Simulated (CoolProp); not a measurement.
A single-stage vapour-compression cycle with R152A: evaporating at 305.15 K (dew point), condensing at 369.15 K (bubble point), superheat 10 K, subcooling 8 K, compressor efficiency 0.8, no pressure losses. Each further row changes one setting.

Model: reference Helmholtz-energy equation of state, Outcalt 1996, in CoolProp. It is a modified Benedict-Webb-Rubin equation, recast in Helmholtz form.

```json
[
 {"case": "as stated", "cooling COP": "2.62", "pressure ratio": "4.44", "discharge temperature (K)": "399.4", "refrigerating effect (kJ/kg)": "169", "volumetric capacity (kJ/m³)": "3620"},
 {"case": "evaporating temperature 310.15 K", "cooling COP": "2.96", "pressure ratio": "3.87", "discharge temperature (K)": "397.6", "refrigerating effect (kJ/kg)": "173", "volumetric capacity (kJ/m³)": "4230"},
 {"case": "condensing temperature 364.15 K", "cooling COP": "2.99", "pressure ratio": "4.02", "discharge temperature (K)": "393.2", "refrigerating effect (kJ/kg)": "181", "volumetric capacity (kJ/m³)": "3870"},
 {"case": "subcooling 13 K", "cooling COP": "2.81", "pressure ratio": "4.44", "discharge temperature (K)": "399.4", "refrigerating effect (kJ/kg)": "182", "volumetric capacity (kJ/m³)": "3880"},
 {"case": "superheat 20 K", "cooling COP": "2.66", "pressure ratio": "4.44", "discharge temperature (K)": "408.9", "refrigerating effect (kJ/kg)": "182", "volumetric capacity (kJ/m³)": "3700"},
 {"case": "compressor efficiency 0.7", "cooling COP": "2.29", "pressure ratio": "4.44", "discharge temperature (K)": "404.7", "refrigerating effect (kJ/kg)": "169", "volumetric capacity (kJ/m³)": "3620"}
]
```
